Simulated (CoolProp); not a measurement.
Saturation properties of n-octane (Tc = 295.6 °C, pc = 2.484 MPa, ω = 0.398).

Model: reference Helmholtz-energy equation of state, Beckmüller 2019, in CoolProp.

```csv
T (°C),p (MPa),liquid density (kg/m³),enthalpy of vaporisation (kJ/kg),liquid cp (kJ/(kg K))
20.25,0.001426,702.3,366.2,2.211
32.35,0.002800,692.5,359.1,2.255
44.35,0.005143,682.7,352.1,2.300
56.45,0.008990,672.6,345.0,2.348
68.55,0.01498,662.4,337.8,2.397
80.55,0.02383,652.1,330.6,2.447
92.65,0.03667,641.5,323.1,2.499
104.75,0.05457,630.6,315.4,2.552
116.75,0.07862,619.6,307.5,2.606
128.85,0.1107,608.1,299.3,2.663
140.95,0.1521,596.3,290.7,2.720
152.95,0.2043,584.1,281.7,2.779
165.05,0.2699,571.4,272.2,2.841
177.15,0.3505,558.1,262.0,2.906
189.15,0.4474,544.1,251.3,2.974
```

It boils at 125.6 °C under 1 atm.
